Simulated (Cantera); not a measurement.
Feed: 1 mol Cu2O, 0.96 mol C, 0.38 mol N2, held at 100000 Pa.

Method: chemical equilibrium by Gibbs-energy minimisation in Cantera with the NASA 1993 tables (ideal gas, pure condensed phases). Candidate condensed phases: C, Cu, CuO, Cu2O; 27 gas species. Rates play no part. All values below are at 1050 K.

Base state: CO 0.620, N2 0.298, CO2 0.0821 (mole fractions); condensed: C(graphite) + Cu(s).

### Question
What changes in the equilibrium state with this change: C from 0.96 to 0.77 mol?

### Answer
```
species           before  after
----------------  ------  -----
CO                 0.620  0.470
N2                 0.298  0.330
CO2               0.0821  0.200
C(graphite), mol  0.0648      0
Cu(s), mol          2.00   2.00
```
